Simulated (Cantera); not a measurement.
A perfectly stirred reactor is fed with CO : H2 : O2 : N2 = 1 : 0.059 : 0.378 : 1.42 (molar parts), at 8250 Torr; it is adiabatic with a 498 K inlet, and is followed from long to short residence time, starting on the burning branch (τ in s: 0.2, 0.065, 0.022, 0.0073, 0.0025, 0.00082, 0.00028, 9.2e-05, 3.1e-05, 1e-05).

Detailed kinetics in Cantera: GRI-Mech 3.0 (53 species, 325 reactions). The hydrogen kinetics of GRI-Mech 3.0 are dated; newer H2 mechanisms differ, most at raised pressure.

### Question
What does this change do: pressure from 8250 Torr to 540 Torr?

### Answer
```csv
quantity,before,after
"blow-out, bracketed by the residence times tried","burning at 10.0 µs, the shortest tried","burning at 0.280 ms, out at 92.0 µs"
x(CO) at τ = 0.200 s,0.125,0.136
x(H2) at τ = 0.200 s,0.00152,0.00171
x(O2) at τ = 0.200 s,0.00107,0.00625
x(N2O) at τ = 0.200 s,2.39e-7,1.17e-7
x(H2O) at τ = 0.200 s,0.0215,0.0199
x(CO) at τ = 0.820 ms,0.135,0.193
x(H2) at τ = 0.820 ms,0.00166,0.00257
x(O2) at τ = 0.820 ms,0.00637,0.0339
x(N2O) at τ = 0.820 ms,7.03e-7,1.17e-7
x(H2O) at τ = 0.820 ms,0.0201,0.0104
```
